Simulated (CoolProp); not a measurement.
Properties of carbon dioxide along the isotherm 745.3 K (Tc = 304.1 K, pc = 7.377 MPa, ω = 0.224).

Computed with CoolProp (reference Helmholtz-energy equation of state, Span 1996).

```json
[
 {"p (MPa)": "0.461", "phase": "gas", "isothermal compressibility (1/MPa)": "2.169", "Prandtl number": "0.726"},
 {"p (MPa)": "0.922", "phase": "gas", "isothermal compressibility (1/MPa)": "1.084", "Prandtl number": "0.726"},
 {"p (MPa)": "1.38", "phase": "gas", "isothermal compressibility (1/MPa)": "0.7242", "Prandtl number": "0.727"},
 {"p (MPa)": "1.84", "phase": "gas", "isothermal compressibility (1/MPa)": "0.5430", "Prandtl number": "0.727"},
 {"p (MPa)": "2.31", "phase": "gas", "isothermal compressibility (1/MPa)": "0.4324", "Prandtl number": "0.728"},
 {"p (MPa)": "2.77", "phase": "gas", "isothermal compressibility (1/MPa)": "0.3604", "Prandtl number": "0.728"},
 {"p (MPa)": "3.23", "phase": "gas", "isothermal compressibility (1/MPa)": "0.3090", "Prandtl number": "0.729"},
 {"p (MPa)": "3.69", "phase": "gas", "isothermal compressibility (1/MPa)": "0.2704", "Prandtl number": "0.729"}
]
```

Viscosity comes from a separate model (Laesecke 2017). Thermal conductivity comes from a separate model (Huber 2016).
